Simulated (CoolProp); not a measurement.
Vapour-liquid equilibrium of ethane (1) + propane (2) at 0.71 MPa; x and y are mole fractions of (1).

Values from CoolProp's multi-fluid Helmholtz-energy mixture model, Bücker 2006 and Lemmon 2009; pair parameters Kunz 2012.

Question: Give the bubble temperature and the first vapour's composition at x = 0.35, 0.725, 0.8. Is there an azeotrope?

Answer: x = 0.35: -14.5 °C, y = 0.691; x = 0.725: -33.2 °C, y = 0.931; x = 0.8: -36.1 °C, y = 0.955. No azeotrope shows between x = 0.05 and 0.95.

The pair parameters rest on a limited set of measurements; away from them the model extrapolates.
